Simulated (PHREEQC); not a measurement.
A made-up water analysis in mg/L, 25 °C, pH 6.62, pe 11.7:

```
constituent         mg/L
------------------  ----
Na                  8240
K                    425
Ca                   432
Mg                  55.5
Cl                  9490
S(6) as SO4         5510
Alkalinity as HCO3  2.48
Pb                  10.1
Sr                   5.1
```

Valence states are taken as typed.

All values are PHREEQC results (ion-association model, phreeqc.dat), not measurements.

Each row changes one thing in this solution. Precipitation was switched off in this run.

```tsv
case	ionic strength (mol/kgw)	SO4-2 (mol/kgw)	NaSO4- (mol/kgw)	Ca+2 (mol/kgw)	CaSO4 (mol/kgw)	Mg+2 (mol/kgw)	SI of Anglesite (PbSO4)	SI of Gypsum (CaSO4:2H2O)
as made	0.423	0.0389	0.0155	0.00807	0.00298	0.00152	+0.10	-0.16
temperature from 25 to 40 °C at the same typed pH	0.421	0.0381	0.0160	0.00802	0.00302	___	___	-0.19
pH from 6.62 to 6.92 at the same alkalinity	0.423	0.0389	0.0155	0.00807	0.00298	0.00152	___	-0.16
```

Q: Complete the blanks.

A: 
- temperature from 25 to 40 °C at the same typed pH, Mg+2 (mol/kgw): 0.00136
- temperature from 25 to 40 °C at the same typed pH, SI of Anglesite (PbSO4): -0.08
- pH from 6.62 to 6.92 at the same alkalinity, SI of Anglesite (PbSO4): +0.09

Complexes and solids missing from the database can't appear. Some of these states are supersaturated (in Anglesite, for instance). Away from 25 °C the constants follow the database's enthalpies or fits; those with neither stay at their 25 °C values.
